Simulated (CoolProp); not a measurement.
Ethane at 342.13 K and 0.995 MPa is throttled through a valve to 0.688 MPa with no heat exchange. Each further row changes one setting.

Computed with CoolProp (reference Helmholtz-energy equation of state, Bücker 2006).

```json
[
 {"case": "as stated", "temperature change (K)": "-2.4", "final density (kg/m³)": "7.59"},
 {"case": "outlet pressure 0.206 MPa", "temperature change (K)": "-6.3", "final density (kg/m³)": "2.24"},
 {"case": "outlet pressure 0.894 MPa", "temperature change (K)": "-0.8", "final density (kg/m³)": "9.92"}
]
```
